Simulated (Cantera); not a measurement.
An isothermal, constant-pressure homogeneous reactor starts with 1.89 % CO, 0.660 % O₂, 3.11 % H₂O, 94.3 % N₂, equivalence ratio 1.4, at 1300 K and 100000 Pa.

Computed with Cantera and GRI-Mech 3.0 (53 species, 325 reactions).

x: mole fraction; the columns are a selection and need not sum to one.

```tsv
t (s)	x CO	x O₂	x H₂O	x HO₂	x H₂	x NO
0.000100	0.0189	0.00660	0.0311	1.62e-10	3.68e-10	<1e-12
0.000282	0.0189	0.00660	0.0311	2.38e-9	1.03e-8	<1e-12
0.000796	0.0189	0.00660	0.0311	?	?	<1e-12
0.00224	0.00973	0.00307	0.0284	1.32e-6	0.00178	4.53e-7
0.00633	0.00315	0.000161	0.0283	7.51e-8	0.00260	1.43e-6
0.0179	0.00284	8.69e-6	0.0284	4.30e-9	0.00280	1.48e-6
0.0504	0.00284	7.27e-7	0.0285	3.68e-10	0.00284	1.48e-6
0.142	0.00284	7.49e-8	0.0285	3.69e-11	0.00285	1.47e-6
0.401	0.00285	?	0.0285	3.56e-12	0.00285	1.44e-6
1.13	0.00285	8.57e-10	0.0285	<1e-12	0.00285	1.37e-6
3.19	0.00285	9.46e-11	0.0285	<1e-12	0.00285	1.27e-6
9.00	0.00285	1.30e-11	0.0285	<1e-12	0.00285	1.14e-6
```

What belongs in the gaps?


- 0.000796, x HO₂: 3.04e-7
- 0.000796, x H₂: 1.69e-6
- 0.401, x O₂: 8.09e-9
